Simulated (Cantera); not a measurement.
Feed: 1 mol FeS, a varied amount of O₂, 2.7 mol SO₃, held at 1025 K and 1.00 bar.

These are equilibrium values from Cantera (NASA tables, ideal gas, pure condensed phases), not measurements of a reactor. Candidate condensed phases: Fe, FeO, FeS, FeSO₄, FeS₂, Fe₂O₃, Fe₂(SO₄)₃, Fe₃O₄, S; 12 gas species. The numbers say what is thermodynamically allowed, not how fast it happens.

**Question.** At 0.72 mol O₂, list the 3 most abundant gas species with their mole fractions, and the condensed phases.

**Answer.** SO₂ 0.845, SO₃ 0.140, O₂ 0.0150. Condensed: Fe₂O₃(s).
